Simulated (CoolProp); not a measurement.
Vapour-liquid equilibrium of R134a (1) + R141b (2) at 0.0894 MPa; x and y are mole fractions of (1).

Values from CoolProp's multi-fluid Helmholtz-energy mixture model, Tillner-Roth 1994 and Lemmon 2006; pair parameters Bell 2016.

Problem. Give the bubble temperature and the first vapour's composition at x = 0.25, 0.35, 0.45. Is there an azeotrope?

Solution. x = 0.25: -9.3 °C, y = 0.838; x = 0.35: -14.7 °C, y = 0.889; x = 0.45: -18.4 °C, y = 0.918. No azeotrope shows between x = 0.05 and 0.95.

The pair parameters rest on a limited set of measurements; away from them the model extrapolates.
